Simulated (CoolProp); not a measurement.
Vapour-liquid equilibrium of ethylbenzene (1) + o-xylene (2) at 380.1 K; x and y are mole fractions of (1).

Values from CoolProp's multi-fluid Helmholtz-energy mixture model, Zhou 2012 and Zhou 2012; pair parameters Bell 2016.

Q: Give the bubble pressure and the first vapour's composition at x = 0.2, 0.65, 0.8. Is there an azeotrope?

A: x = 0.2: 0.3552 bar, y = 0.245; x = 0.65: 0.4009 bar, y = 0.704; x = 0.8: 0.4144 bar, y = 0.833. No azeotrope shows between x = 0.05 and 0.95.

The pair parameters rest on a limited set of measurements; away from them the model extrapolates.
